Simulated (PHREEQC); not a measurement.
A solution holds 0.29 mol/kgw Na3PO4, at 25 °C. Closed to the air; pH follows from the charge balance.

Computed with PHREEQC (ion-association model, phreeqc.dat).

| quantity | before | after |
|---|---|---|
| pH | 12.13 | 12.95 |
| ionic strength (mol/kgw) | 1.68 | 1.89 |

Which change was made?
A. temperature from 25 to 5 °C
B. 0.16 mol/kgw NaOH added
C. Na3PO4 replaced by NaHF2 at the same molality
D. diluted 100-fold with water
E. Na3PO4 from 0.29 to 0.319 mol/kgw

B, 0.16 mol/kgw NaOH added

This is a speciation only: nothing precipitates in the calculation. The ionic strength passes 0.7 mol/kgw, the rough limit of the ion-association models, in every such run.
